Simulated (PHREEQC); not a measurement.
Dissolve 6.8e-05 mol PbCl2, 3.2e-05 mol NaNO3 and 0.01 mol Cu(NO3)2 per kg of water at 85 °C. Closed to the air; pH follows from the charge balance.

Model: ion-association model, wateq4f.dat, run in PHREEQC.

This is a speciation only: nothing precipitates in the calculation.

**Question.** Order these Cl species by the share of Cl that they hold, largest first: PbCl+, Cl-, CuCl+.

**Answer.** Cl- (86 %), CuCl+ (13 %), PbCl+ (0.33 %)

**Question.** Order these Pb species by the share of Pb that they hold, largest first: PbNO3+, PbCl+, Pb+2.

**Answer.** Pb+2 (87 %), PbNO3+ (12 %), PbCl+ (0.67 %)

The pH is 4.08 and the ionic strength 0.0301 mol/kgw. Examples of supersaturated solids here: Tenorite (slow to form). Others may be too. At this temperature some constants are extrapolated from 25 °C, and those without enthalpy data are left unchanged.
